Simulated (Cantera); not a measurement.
Input: 1 mol TiCl₄, 0.12 mol C₃H₈, equilibrated at 1327 °C and 42.0 Pa.

Equilibrium computed with Cantera from the NASA thermochemical tables; the gas is ideal and each condensed phase is pure. Candidate condensed phases: C, C₆H₆, C₇H₈, C₈H₁₈, Ti, TiC, TiCl₂, TiCl₃, TiCl₄; 96 gas species. The tables' values for TiCl₂ are old estimates; treat these amounts as uncertain. TiC: taken at fixed stoichiometry. The numbers say what is thermodynamically allowed, not how fast it happens.

Base state: HCl 0.472, TiCl₃ 0.433, TiCl₄ 0.0660, H₂ 0.0112, Cl 0.00935, TiCl₂ 0.00816, H 0.000281 (mole fractions); condensed: C(graphite) + TiC(s).

Q: What changes in the equilibrium state with this change: TiCl₄ replaced by Ti?

A: 
```tsv
species	before	after
H₂	0.0112	0.997
H	0.000281	0.00265
Ti	<1e-9	2.56e-5
HCl	0.472	0
TiCl₃	0.433	0
TiCl₄	0.0660	0
Cl	0.00935	0
TiCl₂	0.00816	0
C(graphite), mol	0.345	0
TiC(s), mol	0.0154	0.360
Ti(β), mol	0	0.640
```
Mutual solubility and eutectic melting of coexisting phases are not modelled. Condensed phases not in the tables: N, O or C dissolved in the metal.

Q: What changes in the equilibrium state with this change: pressure from 42.0 Pa to 10.0 mbar?

A: 
```tsv
species	before	after
HCl	0.472	0.450
TiCl₃	0.433	0.364
TiCl₄	0.0660	0.150
H₂	0.0112	0.0329
Cl	0.00935	0.00107
TiCl₂	0.00816	0.00252
H	0.000281	9.86e-5
C(graphite), mol	0.345	0.322
TiC(s), mol	0.0154	0.0382
```
